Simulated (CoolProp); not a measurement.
Aqueous methanol as a coolant, 55 % by mass, freezing at -63.4 °C, 1 atm.

Values from CoolProp's Melinder's fits for secondary coolants.

```csv
T (°C),cp (kJ/(kg K)),conductivity (W/(m K)),Prandtl number,viscosity (mPa s)
-8.5,3.236,0.321,42.4,4.21
-5.3,3.271,0.322,38.0,3.74
-2.1,3.304,0.323,34.2,3.34
1,3.335,0.323,30.9,3.00
4.2,3.365,0.324,28.0,2.70
7.4,3.393,0.324,25.5,2.44
10.5,3.418,0.325,23.3,2.22
13.7,3.442,0.326,21.3,2.02
16.9,3.464,0.326,19.5,1.84
20,3.483,0.327,18.0,1.69
23.2,3.501,0.328,16.6,1.55
26.4,3.516,0.328,15.3,1.42
29.5,3.529,0.329,14.1,1.32
32.7,3.539,0.330,13.0,1.21
```
